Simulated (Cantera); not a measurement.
Charge: 1 mol borazine, 0.087 mol O2, a varied amount of H2, equilibrated at 1523 K and 16.0 Pa.

Equilibrium computed with Cantera from the NASA thermochemical tables; the gas is ideal and each condensed phase is pure. Candidate condensed phases: B, BN, B2O3, B3O3H3, H2O; 39 gas species. The feed counts by its element totals alone. Equilibrium is a limit: real reactors are often held back by kinetics, nucleation or transport.

x: gas mole fraction; n: condensed amount in mol.

| n(H2) (mol) | x H2 | x HBO | x N2 | x B2O2 | x B2O3 | n BN(s) |
|---|---|---|---|---|---|---|
| 0.15 | 0.934 | 0.0289 | 0.0244 | 0.00625 | 0.00240 | 2.84 |
| 0.24 | 0.935 | 0.0284 | 0.0238 | 0.00605 | 0.00226 | 2.84 |
| 0.38 | 0.937 | 0.0278 | 0.0229 | 0.00576 | 0.00206 | 2.84 |
| 0.61 | 0.940 | 0.0267 | 0.0216 | 0.00533 | 0.00178 | 2.84 |
| 0.97 | 0.945 | 0.0253 | … | … | … | 2.84 |
| 1.5 | 0.950 | 0.0234 | 0.0177 | 0.00405 | 0.00107 | 2.83 |
| 2.4 | 0.957 | 0.0208 | 0.0150 | 0.00317 | 0.000683 | 2.83 |
| 3.9 | 0.965 | … | … | … | … | 2.83 |
| 6.1 | 0.972 | 0.0143 | 0.00919 | 0.00147 | 0.000168 | 2.83 |

### Question
Some entries are withheld; supply them.

### Answer

- 0.97, x N2: 0.0199
- 0.97, x B2O2: 0.00474
- 0.97, x B2O3: 0.00144
- 3.9, x HBO: 0.0176
- 3.9, x N2: 0.0119
- 3.9, x B2O2: 0.00224
- 3.9, x B2O3: 0.000361
